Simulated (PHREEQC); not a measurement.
TMAH is added in steps, without added water, to 1 kg of water holding 3.2 mmol/kgw Cs2CO3, at 25 °C. O2 is buffered at 0.21 atm. The system is closed to CO2. Precipitation was switched off in this run.

Base run: PHREEQC, ion-association model, wateq4f.dat. Each further column changes one thing. The table gives HCO3- (mol/kgw).

```
TMAH added (mol)      base  all activity coefficients set to 1  metal-ligand complexes left out  Debye-Hückel limiting law  Davies equation for every ion
----------------  --------  ----------------------------------  -------------------------------  -------------------------  -----------------------------
0                 0.000670                            0.000727                         0.000670                   0.000659                       0.000666
0.0015            0.000285                            0.000334                         0.000285                   0.000275                       0.000282
0.00375           0.000135                            0.000165                         0.000135                   0.000129                       0.000133
0.00525            9.86e-5                            0.000122                          9.86e-5                    9.33e-5                        9.70e-5
0.00675            7.71e-5                             9.67e-5                          7.71e-5                    7.25e-5                        7.57e-5
0.00825            6.31e-5                             7.99e-5                          6.31e-5                    5.90e-5                        6.19e-5
0.0105             4.93e-5                             6.34e-5                          4.93e-5                    4.58e-5                        4.83e-5
0.012              4.30e-5                             5.56e-5                          4.30e-5                    3.97e-5                        4.21e-5
```

(CH3)4N+ isn't in the database: it is added as a free cation with an ion size of 4 Å.
